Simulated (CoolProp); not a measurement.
Vapour-liquid equilibrium of R134a (1) + n-butane (2) at 457 kPa; x and y are mole fractions of (1).

The numbers come from the multi-fluid Helmholtz-energy mixture model, Tillner-Roth 1994 and Bücker 2006; pair parameters Bell 2016 in CoolProp.

```
x     bubble temperature (°C)  y at the bubble point  dew temperature at overall composition x (°C)  liquid density (mol/L)
----  -----------------------  ---------------------  ---------------------------------------------  ----------------------
0.05                     33.5                  0.317                                           45.0                   9.705
0.2                      17.0                  0.619                                           38.8                   10.17
0.35                     12.8                  0.687                                           31.9                   10.44
0.5                      11.5                  0.715                                           24.0                   10.72
0.65                     10.7                  0.743                                           15.0                   11.08
0.8                      10.4                  0.793                                           10.4                   11.54
0.95                     11.6                  0.919                                           12.1                   12.08
```

y crosses x between x = 0.65 and 0.8: the model has an azeotrope there.

Pair parameters are fitted to limited data, so mixtures are less certain than the pure fluids. With so large a gap from Raoult's law the liquid may split in two, which this calculation doesn't test in full.
